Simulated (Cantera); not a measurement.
Cu₂O + H₂ + N₂ (hydrogen reduction and annealing atmospheres)

Charge: 1 mol Cu₂O, 150 mol H₂, 2.3 mol N₂, at 3.50 mbar.

Equilibrium computed with Cantera from the NASA thermochemical tables; the gas is ideal and each condensed phase is pure. Candidate condensed phases: Cu, CuO, Cu(OH)₂, Cu₂O, H₂O; 27 gas species. Kinetics and transport are ignored.

At 1348 K the condensed part is Cu(s). From 1423 K to 1573 K the condensed part is Cu(l). From 1648 K to 1873 K nothing is condensed. The main Cu-bearing gas is Cu throughout.

```
T (K)   x H₂    x N₂      x Cu       x H    x H₂O    x Cu₂     x OH       x O  n Cu(s)  n Cu(l)
-----  -----  ------  --------  --------  -------  -------  -------  --------  -------  -------
1348   0.978  0.0151  0.000134   3.87e-5  0.00656  1.72e-8  4.18e-9    <1e-12     1.98        0
1423   0.978  0.0151  0.000598  0.000111  0.00656  1.38e-7  1.62e-8  1.65e-12        0     1.91
1498   0.976  0.0151   0.00227  0.000287  0.00655  8.79e-7  5.46e-8  1.39e-11        0     1.65
1573   0.970  0.0150   0.00758  0.000677  0.00651  4.65e-6  1.64e-7  9.62e-11        0    0.836
1648   0.964  0.0149    0.0129   0.00148  0.00648  6.89e-6  4.46e-7  5.58e-10        0        0
1723   0.963  0.0149    0.0129   0.00302  0.00647  3.71e-6  1.11e-6   2.78e-9        0        0
1798   0.960  0.0149    0.0129   0.00583  0.00646  2.10e-6  2.58e-6   1.21e-8        0        0
1873   0.955  0.0148    0.0129    0.0107  0.00644  1.24e-6  5.58e-6   4.72e-8        0        0
```
x: gas mole fraction; n: condensed amount in mol.
